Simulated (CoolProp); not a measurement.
Vapour-liquid equilibrium of R125 (1) + n-butane (2) at 0.181 MPa; x and y are mole fractions of (1).

Computed with CoolProp (multi-fluid Helmholtz-energy mixture model, Lemmon 2005 and Bücker 2006; pair parameters Bell 2016).

### Question
Give the bubble temperature and the first vapour's composition at x = 0.25, 0.65, 0.95. Is there an azeotrope?

### Answer
x = 0.25: 243.0 K, y = 0.863; x = 0.65: 239.5 K, y = 0.894; x = 0.95: 237.8 K, y = 0.962. No azeotrope shows between x = 0.05 and 0.95.

Pair parameters are fitted to limited data, so mixtures are less certain than the pure fluids. With so large a gap from Raoult's law the liquid may split in two, which this calculation doesn't test in full.
